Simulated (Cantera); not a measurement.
Input: 1 mol SiO₂, 1.1 mol HF, 10 mol H₂, at 775 °C and 7.90 Pa.

Cantera equilibrium calculation (NASA polynomials, part measured and part estimated; ideal gas, pure solids and liquids). Candidate condensed phases: H₂O, Si, SiO₂; 38 gas species. The numbers say what is thermodynamically allowed, not how fast it happens.

Base state: H₂ 0.902, HF 0.0930, H₂O 0.00310, SiF₄ 0.00155 (mole fractions); condensed: SiO₂(β-quartz).

### Question
What changes in the equilibrium state with this change: SiO₂ replaced by CuO?

### Answer
```tsv
species	before	after
H₂	0.902	0.811
HF	0.0930	0.0991
H₂O	0.00310	0.0901
SiF₄	0.00155	0
SiO₂(β-quartz), mol	0.983	0
Cu(s), mol	0	1.000
```
Further candidate phases: Cu, CuF₂, CuO, Cu(OH)₂, Cu₂O.

### Question
What changes in the equilibrium state with this change: SiO₂ replaced by B₂O₃?

### Answer
```json
[
 {"species": "H₂", "before": "0.902", "after": "0.898"},
 {"species": "HF", "before": "0.0930", "after": "0.0616"},
 {"species": "H₂O", "before": "0.00310", "after": "0.0181"},
 {"species": "BOF", "before": "0", "after": "0.0141"},
 {"species": "SiF₄", "before": "0.00155", "after": "0"},
 {"species": "BF₃", "before": "0", "after": "0.00692"},
 {"species": "HBO₂", "before": "0", "after": "0.00103"},
 {"species": "B₃O₃F₃", "before": "0", "after": "0.000780"},
 {"species": "SiO₂(β-quartz), mol", "before": "0.983", "after": "0"},
 {"species": "B₂O₃(l), mol", "before": "0", "after": "0.864"}
]
```
Further candidate phases: B, B₂O₃, B₃O₃H₃.
